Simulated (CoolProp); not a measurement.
A single-stage vapour-compression cycle with carbonyl sulfide: evaporating at 230.15 K (dew point), condensing at 282.15 K (bubble point), superheat 0 K, subcooling 0 K, compressor efficiency 0.75, no pressure losses. Each further row changes one setting.

The numbers come from the reference Helmholtz-energy equation of state, Lemmon 2006 in CoolProp. It is a short technical equation, of lower accuracy than the large ones.

| case | cooling COP | pressure ratio | discharge temperature (K) | refrigerating effect (kJ/kg) | volumetric capacity (kJ/m³) |
|---|---|---|---|---|---|
| as stated | 2.70 | 6.03 | 365.3 | 239 | 1090 |
| evaporating temperature 235.15 K | ? | ? | 354.5 | 242 | ? |
| condensing temperature 277.15 K | 3.05 | 5.24 | 353.5 | 246 | 1120 |
| subcooling 5 K | ? | 6.03 | 365.3 | 246 | 1120 |
| superheat 10 K | 2.65 | 6.03 | ? | 246 | 1070 |
| compressor efficiency 0.65 | ? | 6.03 | ? | 239 | 1090 |

Question: What belongs in the gaps?

Answer: 
- evaporating temperature 235.15 K, cooling COP: 3.12
- evaporating temperature 235.15 K, pressure ratio: 4.89
- evaporating temperature 235.15 K, volumetric capacity (kJ/m³): 1340
- subcooling 5 K, cooling COP: 2.77
- superheat 10 K, discharge temperature (K): 379.0
- compressor efficiency 0.65, cooling COP: 2.34
- compressor efficiency 0.65, discharge temperature (K): 382.6
